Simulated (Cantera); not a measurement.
**Pyrogenic steam for wet oxidation**

An isothermal, constant-pressure homogeneous reactor starts with H₂ : O₂ : N₂ : H₂O = 1.1 : 1 : 2 : 0.0068 (molar parts), at 1325 K and 0.140 bar.

Detailed kinetics in Cantera: the H2/O2 subset of GRI-Mech 3.0, which has no nitrogen chemistry. The temperature is held fixed by assumption; the heat of reaction is taken as removed at once.

```json
[
 {"t (s)": "6.00e-5", "x H₂": "0.268", "x O₂": "0.243", "x HO₂": "1.00e-6", "x H": "5.88e-5", "x OH": "8.91e-6", "x H₂O₂": "8.58e-9"},
 {"t (s)": "0.000156", "x H₂": "0.0366", "x O₂": "0.135", "x HO₂": "1.85e-5", "x H": "0.111", "x OH": "0.0116", "x H₂O₂": "1.58e-6"},
 {"t (s)": "0.000408", "x H₂": "0.0213", "x O₂": "0.129", "x HO₂": "2.11e-5", "x H": "0.0509", "x OH": "0.00934", "x H₂O₂": "2.04e-6"},
 {"t (s)": "0.00106", "x H₂": "0.00680", "x O₂": "0.126", "x HO₂": "2.05e-5", "x H": "0.00719", "x OH": "0.00508", "x H₂O₂": "2.07e-6"},
 {"t (s)": "0.00277", "x H₂": "0.000885", "x O₂": "0.126", "x HO₂": "1.01e-5", "x H": "0.000302", "x OH": "0.00176", "x H₂O₂": "9.05e-7"},
 {"t (s)": "0.00721", "x H₂": "0.000108", "x O₂": "0.126", "x HO₂": "2.22e-6", "x H": "1.31e-5", "x OH": "0.000622", "x H₂O₂": "2.72e-7"},
 {"t (s)": "0.0188", "x H₂": "1.93e-5", "x O₂": "0.126", "x HO₂": "4.90e-7", "x H": "1.06e-6", "x OH": "0.000271", "x H₂O₂": "8.49e-8"},
 {"t (s)": "0.0490", "x H₂": "4.83e-6", "x O₂": "0.126", "x HO₂": "1.40e-7", "x H": "1.40e-7", "x OH": "0.000139", "x H₂O₂": "2.91e-8"},
 {"t (s)": "0.128", "x H₂": "1.50e-6", "x O₂": "0.126", "x HO₂": "5.53e-8", "x H": "2.51e-8", "x OH": "7.82e-5", "x H₂O₂": "1.09e-8"},
 {"t (s)": "0.333", "x H₂": "5.79e-7", "x O₂": "0.127", "x HO₂": "3.64e-8", "x H": "6.13e-9", "x OH": "4.87e-5", "x H₂O₂": "4.70e-9"},
 {"t (s)": "0.867", "x H₂": "3.42e-7", "x O₂": "0.127", "x HO₂": "3.47e-8", "x H": "2.79e-9", "x OH": "3.71e-5", "x H₂O₂": "2.94e-9"},
 {"t (s)": "2.26", "x H₂": "3.16e-7", "x O₂": "0.127", "x HO₂": "3.49e-8", "x H": "2.47e-9", "x OH": "3.56e-5", "x H₂O₂": "2.74e-9"},
 {"t (s)": "5.89", "x H₂": "3.16e-7", "x O₂": "0.127", "x HO₂": "3.49e-8", "x H": "2.47e-9", "x OH": "3.55e-5", "x H₂O₂": "2.74e-9"},
 {"t (s)": "15.3", "x H₂": "3.16e-7", "x O₂": "0.127", "x HO₂": "3.49e-8", "x H": "2.47e-9", "x OH": "3.55e-5", "x H₂O₂": "2.74e-9"},
 {"t (s)": "40.0", "x H₂": "3.16e-7", "x O₂": "0.127", "x HO₂": "3.49e-8", "x H": "2.47e-9", "x OH": "3.55e-5", "x H₂O₂": "2.74e-9"}
]
```
x: mole fraction; the columns are a selection and need not sum to one.

Equilibrium at this temperature and pressure: H₂ 3.16e-7, O₂ 0.127, HO₂ 3.49e-8, H 2.47e-9, OH 3.55e-5, H₂O₂ 2.74e-9 (gas phase only).
